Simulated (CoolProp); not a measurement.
Methanol at 353.03 K and 0.0212 MPa is throttled through a valve to 0.00853 MPa with no heat exchange. Each further row changes one setting.

Model: reference Helmholtz-energy equation of state, de Reuck 1993, in CoolProp.

```tsv
case	temperature change (K)	final density (kg/m³)
as stated	-1.0	___
outlet pressure 0.00256 MPa	___	0.0281
outlet pressure 0.0111 MPa	___	___
```

### Question
What belongs in the gaps?

### Answer

- as stated, final density (kg/m³): 0.0936
- outlet pressure 0.00256 MPa, temperature change (K): -1.5
- outlet pressure 0.0111 MPa, temperature change (K): -0.8
- outlet pressure 0.0111 MPa, final density (kg/m³): 0.122
